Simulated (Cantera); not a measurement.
# Ti + CH4 + H2 (titanium nitride, carbide and oxide coatings)

Feed: 1 mol Ti, a varied amount of CH4, 13 mol H2, held at 1100 °C and 0.000350 bar.

Method: chemical equilibrium by Gibbs-energy minimisation in Cantera with the NASA 1993 tables (ideal gas, pure condensed phases). Candidate condensed phases: C, C6H6, C7H8, C8H18, Ti, TiC; 77 gas species. Mutual solubility and eutectic melting of coexisting phases are not modelled. TiC: taken at fixed stoichiometry. Condensed phases not in the tables: N, O or C dissolved in the metal. Kinetics and transport are ignored.

| n(CH4) (mol) | x H2 | x H | x CH4 | x C2H2 (acetylene) | x Ti | n Ti(β) | n TiC(s) | n C(graphite) |
|---|---|---|---|---|---|---|---|---|
| 0.69 | 1.000 | 0.000178 | <1e-12 | <1e-12 | 1.01e-7 | 0.310 | 0.690 | 0 |
| 0.84 | 1.000 | 0.000178 | <1e-12 | <1e-12 | 1.01e-7 | 0.160 | 0.840 | 0 |
| 1 | 1.000 | 0.000178 | 2.71e-10 | <1e-12 | 2.72e-10 | 0 | 1.00 | 0 |
| 1.2 | 1.000 | 0.000178 | 1.76e-6 | 1.73e-6 | <1e-12 | 0 | 1.00 | 0.200 |
| 1.5 | 1.000 | 0.000178 | 1.76e-6 | 1.73e-6 | <1e-12 | 0 | 1.00 | 0.500 |
| 1.8 | 1.000 | 0.000178 | 1.76e-6 | 1.73e-6 | <1e-12 | 0 | 1.00 | 0.800 |
| 2.2 | 1.000 | 0.000178 | 1.76e-6 | 1.73e-6 | <1e-12 | 0 | 1.00 | 1.20 |
| 2.7 | 1.000 | 0.000178 | 1.76e-6 | 1.73e-6 | <1e-12 | 0 | 1.00 | 1.70 |
| 3.3 | 1.000 | 0.000178 | 1.76e-6 | 1.73e-6 | <1e-12 | 0 | 1.00 | 2.30 |
| 4 | 1.000 | 0.000178 | 1.76e-6 | 1.73e-6 | <1e-12 | 0 | 1.00 | 3.00 |
| 4.9 | 1.000 | 0.000178 | 1.76e-6 | 1.73e-6 | <1e-12 | 0 | 1.00 | 3.90 |
| 5.9 | 1.000 | 0.000178 | 1.76e-6 | 1.73e-6 | <1e-12 | 0 | 1.00 | 4.90 |
x: gas mole fraction; n: condensed amount in mol.

From 0.69 mol CH4 to 0.84 mol CH4 the condensed part is Ti(β) + TiC(s). At 1 mol CH4 the condensed part is TiC(s). From 1.2 mol CH4 to 5.9 mol CH4 the condensed part is C(graphite) + TiC(s).
